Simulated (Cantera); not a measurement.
# Chlorosilane synthesis and conversion: SiCl4 + HCl + H2

Charge: 1 mol SiCl4, 4.1 mol HCl, 0.38 mol H2, at 1.00 bar.

Equilibrium computed with Cantera from the NASA thermochemical tables; the gas is ideal and each condensed phase is pure. Candidate condensed phases: Si; 19 gas species. The tables' values for SiCl3 are old estimates; treat these amounts as uncertain. Kinetics and transport are ignored.

| T (°C) | x HCl | x SiCl4 | x H2 | x SiCl3 |
|---|---|---|---|---|
| 675 | 0.748 | 0.182 | 0.0693 | 2.48e-6 |
| 775 | 0.748 | 0.182 | 0.0692 | 2.05e-5 |
| 875 | 0.749 | 0.182 | 0.0689 | 0.000116 |
| 975 | 0.749 | 0.181 | 0.0685 | 0.000495 |
| 1075 | 0.750 | 0.180 | 0.0675 | 0.00167 |
| 1175 | 0.753 | 0.176 | 0.0651 | 0.00460 |
| 1275 | 0.759 | 0.167 | 0.0602 | 0.0105 |
x: gas mole fraction; nothing condenses.

From 675 °C to 1275 °C nothing is condensed. The main Si-bearing gas is SiCl4 throughout.
